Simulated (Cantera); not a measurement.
Cantera run, input and output.

```python
import numpy as np
import cantera as ct

gas = ct.Solution("gri30.yaml")
gas.TPX = 1600, 340000, {'CO': 1, 'H2': 0.66, 'CH4': 0.087, 'O2': 1.34, 'N2': 5.03}
reactor = ct.IdealGasReactor(gas, energy="on", clone=False)
net = ct.ReactorNet([reactor])
net.rtol, net.atol = 1e-08, 1e-16
show = ['CO', 'H2', 'CH4', 'CH2O', 'HCO', 'NO', 'N2O']
times = np.geomspace(6e-06, 4, 10)

steps = ct.SolutionArray(gas, extra=["t"])
rows = []
print(f"{'t/s':>10s}{'T/K':>9s}{'P/Pa':>11s}" + "".join(f"{s:>11s}" for s in show))
for t in times:
    while net.time < t:
        t_next = net.step()
        steps.append(gas.state, t=t_next)
    rows.append([np.interp(t, steps.t, y) for y in (steps.T, steps.P, *steps(*show).X.T)])
    print(f"{t:10.3e}{rows[-1][0]:9.1f}{rows[-1][1]:11.4g}" + "".join(f"{x:11.3e}" for x in rows[-1][2:]))
rate = np.gradient(steps.T, steps.t)
print("integrator steps:", len(steps.t))
if steps.T.max() > steps.T[0] + 200:
    print(f"time of steepest temperature rise: {steps.t[rate.argmax()]:.4e} s")
gas.TPX = 1600, 340000, {'CO': 1, 'H2': 0.66, 'CH4': 0.087, 'O2': 1.34, 'N2': 5.03}
gas.equilibrate("UV")
print(f"equilibrium (UV): T = {gas.T:.1f} K  " + "  ".join(f"{s} {gas[s].X[0]:.3e}" for s in show))
```

Output:

```
       t/s      T/K       P/Pa         CO         H2        CH4       CH2O        HCO         NO        N2O
 6.000e-06   2093.5  4.404e+05  1.042e-01  1.059e-02  2.236e-10  2.400e-09  9.524e-07  1.366e-05  5.972e-07
 2.662e-05   2951.5  5.885e+05  4.981e-02  6.466e-03  2.183e-15  7.175e-10  1.131e-07  1.579e-03  2.127e-06
 1.181e-04   2964.6  5.898e+05  4.807e-02  6.240e-03  2.434e-15  7.146e-10  1.043e-07  9.997e-03  2.325e-06
 5.241e-04   2951.8  5.867e+05  4.785e-02  6.258e-03  2.490e-15  7.102e-10  1.009e-07  1.986e-02  2.532e-06
 2.326e-03   2951.0  5.865e+05  4.784e-02  6.259e-03  2.494e-15  7.100e-10  1.007e-07  2.050e-02  2.550e-06
 1.032e-02   2951.0  5.865e+05  4.784e-02  6.259e-03  2.494e-15  7.100e-10  1.007e-07  2.050e-02  2.550e-06
 4.579e-02   2951.0  5.865e+05  4.784e-02  6.259e-03  2.494e-15  7.100e-10  1.007e-07  2.050e-02  2.550e-06
 2.032e-01   2951.0  5.865e+05  4.784e-02  6.259e-03  2.494e-15  7.100e-10  1.007e-07  2.050e-02  2.550e-06
 9.015e-01   2951.0  5.865e+05  4.784e-02  6.259e-03  2.494e-15  7.100e-10  1.007e-07  2.050e-02  2.550e-06
 4.000e+00   2951.0  5.865e+05  4.784e-02  6.259e-03  2.494e-15  7.100e-10  1.007e-07  2.050e-02  2.550e-06
integrator steps: 1401
time of steepest temperature rise: 4.7546e-06 s
equilibrium (UV): T = 2951.0 K  CO 4.784e-02  H2 6.259e-03  CH4 3.428e-15  CH2O 7.100e-10  HCO 1.007e-07  NO 2.050e-02  N2O 2.550e-06
```

Computed with Cantera and GRI-Mech 3.0 (53 species, 325 reactions).
